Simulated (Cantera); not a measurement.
A closed system holds: 1 mol SiF₄, a varied amount of NH₃, at 0.370 bar.

Equilibrium computed with Cantera from the NASA thermochemical tables; the gas is ideal and each condensed phase is pure. Candidate condensed phases: Si, Si₃N₄; 37 gas species. The tables' values for SiF₂, SiF₃ are old estimates. Kinetics and transport are ignored.

Task: What condenses at these points (T in K, n(NH₃) in mol): (1298, 1.1); (1248, 5.9); (1323, 4.2); (1398, 4.2); (1198, 1.6)?

Result: 
```csv
T (K),n(NH₃) in mol,condensed phases,Si condensed (%)
1298,1.1,gas only,0.0
1248,5.9,Si₃N₄,0.3
1323,4.2,Si₃N₄,0.2
1398,4.2,Si₃N₄,0.0
1198,1.6,gas only,0.0
```
